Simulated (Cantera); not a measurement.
Input: 1 mol CsCl, 1.6 mol O2, a varied amount of H2, held at 1673 K and 2.30e-5 bar.

Cantera equilibrium calculation (NASA polynomials, part measured and part estimated; ideal gas, pure solids and liquids). Candidate condensed phases: Cs, CsCl, CsOH, H2O; 22 gas species. Equilibrium is a limit: real reactors are often held back by kinetics, nucleation or transport.

Question: At 3.9 mol H2, list the 5 most abundant gas species with their mole fractions, and the condensed phases.

Answer: H2O 0.641, CsCl 0.188, H2 0.132, HCl 0.0132, Cs 0.0125. Condensed: gas only.
